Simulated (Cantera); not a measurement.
**NO annealing gas**

An isothermal, constant-pressure homogeneous reactor starts with 66.2 % NO, 33.8 % N2, at 1675 K and 1.00 bar.

Model: GRI-Mech 3.0 (53 species, 325 reactions), integrated in Cantera.

```
t (s)      x NO     x NO2   x N2      x O     x N2O      x O2
--------  -----  --------  -----  -------  --------  --------
2.00e-5   0.662   3.50e-7  0.338  2.60e-7   6.08e-7  5.46e-10
7.19e-5   0.662   1.89e-6  0.338  3.10e-7   2.17e-6   3.45e-9
0.000258  0.662   7.66e-6  0.338  3.60e-7   7.69e-6   2.23e-8
0.000928  0.662   2.96e-5  0.338  5.45e-7   2.60e-5   2.47e-7
0.00334   0.662  0.000115  0.338  1.21e-6   7.65e-5   5.54e-6
0.0120    0.661  0.000311  0.338  2.56e-6  0.000150  0.000136
0.0431    0.659  0.000380  0.339  3.03e-6  0.000168   0.00104
0.155     0.653  0.000460  0.342  3.64e-6  0.000165   0.00439
0.557     0.629  0.000652  0.354  5.20e-6  0.000152    0.0160
2.00      0.557  0.000948  0.390  8.33e-6  0.000118    0.0520
```
x: mole fraction; the columns are a selection and need not sum to one.

Equilibrium at this temperature and pressure: NO 0.00305, NO2 1.27e-5, N2 0.667, O 1.97e-5, N2O 1.65e-7, O2 0.330 (gas phase only).
